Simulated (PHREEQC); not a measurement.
Leach liquor: speciation

A solution holds 0.0016 mol/kgw HCl, 0.0011 mol/kgw Li2SO4 and 0.036 mol/kgw MgSO4, at 25 °C. Closed to the air; pH follows from the charge balance.

Equilibrium calculation in PHREEQC: ion-association model, phreeqc.dat.

Each row changes one thing in this solution. No solid was allowed to form.

```
case                                          pH  ionic strength (mol/kgw)  SO4-2 (mol/kgw)  Mg+2 (mol/kgw)  MgSO4 (mol/kgw)  Li+ (mol/kgw)
------------------------------------------  ----  ------------------------  ---------------  --------------  ---------------  -------------
as made                                     3.14                    0.0838           0.0204          0.0201           0.0159        0.00212
HCl replaced by MgCl2 at the same molality  6.81                    0.0860           0.0205          0.0211           0.0165        0.00212
diluted 10-fold with water                  3.91                    0.0116          0.00288         0.00280         0.000804       0.000218
HCl from 0.0016 to 0.0024 mol/kgw           2.96                    0.0844           0.0202          0.0203           0.0157        0.00213
diluted 2-fold with water                   3.35                    0.0464           0.0114          0.0112          0.00685        0.00108
HCl replaced by NaCl at the same molality   6.82                    0.0844           0.0209          0.0199           0.0160        0.00212
```
